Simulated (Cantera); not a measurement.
Charge: 1 mol N2O, 0.045 mol SO2, 13 mol H2, equilibrated at 1575 K and 10.0 mbar.

Method: chemical equilibrium by Gibbs-energy minimisation in Cantera with the NASA 1993 tables (ideal gas, pure condensed phases). Candidate condensed phases: H2O, H2SO4, S; 35 gas species. Kinetics and transport are ignored.

Base state: H2 0.847, H2O 0.0778, N2 0.0714, H2S 0.00265, H 0.000383, SH 0.000241, S2 0.000148, S 1.14e-5 (mole fractions); condensed: gas only.

Problem. What changes in the equilibrium state with this change: SO2 from 0.045 to 0.0088 mol?

Solution. 
```json
[
 {"species": "H2", "before": "0.847", "after": "0.855"},
 {"species": "H2O", "before": "0.0778", "after": "0.0727"},
 {"species": "N2", "before": "0.0714", "after": "0.0714"},
 {"species": "H2S", "before": "0.00265", "after": "0.000560"},
 {"species": "S2", "before": "0.000148", "after": "6.49e-6"},
 {"species": "S", "before": "1.14e-5", "after": "2.38e-6"}
]
```

Problem. What changes in the equilibrium state with this change: SO2 from 0.045 to 0.0074 mol?

Solution. 
```tsv
species	before	after
H2	0.847	0.855
H2O	0.0778	0.0725
N2	0.0714	0.0714
H2S	0.00265	0.000472
S2	0.000148	4.62e-6
S	1.14e-5	2.00e-6
SH	0.000241	4.27e-5
```
